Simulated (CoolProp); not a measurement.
Saturation properties of n-dodecane (Tc = 658.1 K, pc = 1.818 MPa, ω = 0.574).

The numbers come from the reference Helmholtz-energy equation of state, Lemmon 2004 in CoolProp. It is a short technical equation, of lower accuracy than the large ones.

| T (K) | p (MPa) | enthalpy of vaporisation (kJ/kg) | vapour Z | surface tension (mN/m) |
|---|---|---|---|---|
| 495.1 | 0.1157 | 252.6 | 0.9206 | 9.42 |
| 498.9 | 0.1262 | 250.1 | 0.9155 | 9.16 |
| 502.7 | 0.1375 | 247.6 | 0.9102 | 8.91 |
| 506.5 | 0.1495 | 245.1 | 0.9047 | 8.65 |
| 510.3 | 0.1624 | 242.6 | 0.8989 | 8.39 |
| 514 | 0.1757 | 240.0 | 0.8930 | 8.15 |
| 517.8 | 0.1903 | 237.4 | 0.8868 | 7.89 |
| 521.6 | 0.2058 | 234.7 | 0.8803 | 7.64 |

It boils at 489.4 K under 1 atm.

Surface tension comes from a separate correlation (Mulero 2012).
